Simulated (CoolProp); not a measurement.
Model: reference Helmholtz-energy equation of state, Span 1996, in CoolProp.

Question: For carbon dioxide, give the phase and the Joule-Thomson coefficient (K/MPa), conductivity (mW/(m K)), Prandtl number at 714.4 K and 25.9 kPa; 613.4 K and 1990 kPa.

Answer: 
- 714.4 K and 25.9 kPa: gas; Joule-Thomson coefficient 1.29, conductivity 49.9, Prandtl number 0.727
- 613.4 K and 1990 kPa: gas; Joule-Thomson coefficient 1.86, conductivity 42.7, Prandtl number 0.736

Viscosity comes from a separate model (Laesecke 2017). Thermal conductivity comes from a separate model (Huber 2016).
